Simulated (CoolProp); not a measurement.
R245fa along the isobar 3.2 MPa: density (kg/m³) from the reference equation and from simpler models built on Tc = 427.0 K, pc = 3.651 MPa, ω = 0.378; each cubic takes its own stable root.

Values from CoolProp's reference Helmholtz-energy equation of state, Akasaka 2015.

```json
[
 {"T (K)": "307.7", "phase": "liquid", "reference": "1322"},
 {"T (K)": "321.6", "phase": "liquid", "reference": "1284"},
 {"T (K)": "335.5", "phase": "liquid", "reference": "1243"},
 {"T (K)": "349.5", "phase": "liquid", "reference": "1199"},
 {"T (K)": "363.4", "phase": "liquid", "reference": "1151"},
 {"T (K)": "377.3", "phase": "liquid", "reference": "1097"},
 {"T (K)": "391.2", "phase": "liquid", "reference": "1034"},
 {"T (K)": "405.1", "phase": "liquid", "reference": "951.4"},
 {"T (K)": "433", "phase": "gas", "reference": "194.7"}
]
```

Problem. How far does each simpler model (van der Waals, Redlich-Kwong, Soave-Redlich-Kwong, Peng-Robinson) lie from the reference over these 9 states: mean and median of the absolute difference, and the worst?

Solution. 
- van der Waals: mean 36.0 %, median 39.7 %, worst -40.9 % at 405.1 K and 3.2 MPa
- Redlich-Kwong: mean 15.2 %, median 15.8 %, worst -22.5 % at 405.1 K and 3.2 MPa
- Soave-Redlich-Kwong: mean 10.7 %, median 10.4 %, worst -17.3 % at 405.1 K and 3.2 MPa
- Peng-Robinson: mean 2.7 %, median 2.6 %, worst -7.0 % at 405.1 K and 3.2 MPa
